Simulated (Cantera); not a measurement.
Input (Python, Cantera) and output of one run.

```python
import numpy as np
import cantera as ct

gas_names = """
    H2O H2
""".split()
cond_names = """
    Ca(a) Ca(b) Ca(L) CaO(s) CaO(L)
""".split()


# ... load() reads the species with a 1 bar reference pressure and builds the phases ...
species = {s.name: s for s in load("nasa_gas.yaml", gas_names) + load("nasa_condensed.yaml", cond_names)}
# Each term lists the table entries of one substance; the one whose range holds T is used.
reactions = {
    'Ca + H2O(g) = CaO + H2(g)':
        [(-1, ['Ca(a)', 'Ca(b)', 'Ca(L)']), (-1, ['H2O']), (1, ['CaO(s)', 'CaO(L)']), (1, ['H2'])],
}


def pick(names, T):
    return next(species[n] for n in names if species[n].thermo.min_temp <= T <= species[n].thermo.max_temp)


results = []
for label, terms in reactions.items():
    print(label)
    print("     T/K   dH/kJ  dS/(J/K)   dG/kJ   log10 K")
    for T in [300, 1423, 1473, 1523, 1573, 1623, 1673, 1723]:
        used = [(nu, pick(names, T)) for nu, names in terms]
        dH = sum(nu * s.thermo.h(T) for nu, s in used) / 1e6
        dS = sum(nu * s.thermo.s(T) for nu, s in used) / 1e3
        dG = dH - T * dS / 1e3
        logK = -dG * 1e6 / (ct.gas_constant * T * np.log(10))
        results.append((label, T, dH, dS, dG, logK, [s.name for _, s in used]))
        print(f"{T:8g} {dH:8.1f} {dS:8.1f} {dG:8.1f} {logK:8.2f}")
```

It prints:

```
Ca + H2O(g) = CaO + H2(g)
     T/K   dH/kJ  dS/(J/K)   dG/kJ   log10 K
     300   -393.2    -62.4   -374.5    65.21
    1423   -391.5    -53.6   -315.2    11.57
    1473   -391.3    -53.5   -312.5    11.08
    1523   -391.2    -53.4   -309.9    10.63
    1573   -391.0    -53.3   -307.2    10.20
    1623   -390.9    -53.2   -304.5     9.80
    1673   -390.7    -53.1   -301.9     9.42
    1723   -390.5    -53.0   -299.2     9.07
```

Source: NASA polynomial tables (part measured, part estimated), evaluated in Cantera. Condensed species are held in their standard states even where they would react or evaporate.
